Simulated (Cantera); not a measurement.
Feed: 1 mol Si(CH3)4, 0.017 mol C2H4, 3.9 mol H2, at 1600 K.

These are equilibrium values from Cantera (NASA tables, ideal gas, pure condensed phases), not measurements of a reactor. Candidate condensed phases: C, C6H6, C7H8, C8H18, Si, SiC; 87 gas species. The numbers say what is thermodynamically allowed, not how fast it happens.

Question: At 75.0 mbar, list the 4 most abundant gas species with their mole fractions, and the condensed phases.

Answer: H2 1.000, H 0.000198, CH4 0.000122, C2H2 (acetylene) 2.75e-5. Condensed: C(graphite) + SiC(s).
